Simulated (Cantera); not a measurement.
Feed: 1 mol SiHCl₃, 0.68 mol HCl, 17 mol H₂, held at 48.8 Torr.

Cantera equilibrium calculation (NASA polynomials, part measured and part estimated; ideal gas, pure solids and liquids). Candidate condensed phases: Si; 19 gas species. The tables' values for SiCl₃ are old estimates; treat these amounts as uncertain. Rates play no part.

x: gas mole fraction; n: condensed amount in mol.

```
T (K)   x H₂   x HCl  x SiCl₂  x SiCl₄  x SiHCl₃  n Si(s)
-----  -----  ------  -------  -------  --------  -------
1123   0.915  0.0414  0.00397   0.0263   0.00996    0.173
1148   0.910  0.0476  0.00546   0.0241   0.00922    0.190
1173   0.904     [?]      [?]      [?]       [?]    0.204
1198   0.899  0.0605  0.00959   0.0189   0.00756    0.216
1223   0.893  0.0669   0.0122   0.0162   0.00667    0.224
1248   0.887  0.0731   0.0151   0.0135   0.00576    0.230
1273   0.881  0.0788   0.0182   0.0109   0.00486    0.232
1298   0.876  0.0839      [?]      [?]       [?]    0.231
1323   0.872  0.0883   0.0244  0.00647   0.00324    0.227
1348   0.868  0.0919   0.0273  0.00478   0.00256    0.222
1373   0.865  0.0946   0.0298  0.00345   0.00200    0.217
1398   0.863  0.0967   0.0319  0.00245   0.00153    0.211
1423   0.861  0.0982   0.0338  0.00172   0.00117    0.205
```

Complete the blanks.


- 1173, x HCl: 0.0540
- 1173, x SiCl₂: 0.00733
- 1173, x SiCl₄: 0.0216
- 1173, x SiHCl₃: 0.00842
- 1298, x SiCl₂: 0.0214
- 1298, x SiCl₄: 0.00851
- 1298, x SiHCl₃: 0.00401
